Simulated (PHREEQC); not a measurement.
## Leach liquor

A solution holds 0.73 mol H2SO4, 0.0014 mol Al2(SO4)3 and 0.013 mol MnSO4 per kg of water, at 25 °C. Closed to the air; pH follows from the charge balance.

Model: ion-association model, phreeqc.dat, run in PHREEQC.

Precipitation was switched off in this run.

**Question.** What pH does the model give?

**Answer.** pH 0.24.

**Question.** In which forms is Mn present?

**Answer.** Mn+2 77 %, MnSO4 23 % of the Mn.

The ionic strength is past about 0.7 mol/kgw, beyond the range of this activity model, so the values are rough. Species that the database lacks are ignored.
